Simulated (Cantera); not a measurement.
Feed: 1 mol CaCl₂, 0.08 mol HCl, 19 mol H₂, held at 51.0 Pa.

Equilibrium computed with Cantera from the NASA thermochemical tables; the gas is ideal and each condensed phase is pure. Candidate condensed phases: Ca, CaCl₂; 9 gas species. Equilibrium is a limit: real reactors are often held back by kinetics, nucleation or transport. All values below are at 875 K.

Base state: H₂ 0.996, HCl 0.00419 (mole fractions); condensed: CaCl₂(s).

Problem. What changes in the equilibrium state with this change: CaCl₂ replaced by NaCl?

Solution. 
```
species         before     after
-------------  -------  --------
H₂               0.996     0.992
HCl            0.00419   0.00418
NaCl                 0   0.00286
Na₂Cl₂               0  0.000806
CaCl₂(s), mol    1.000         0
NaCl(s), mol         0     0.914
```
Further candidate phases: Na, NaCl.
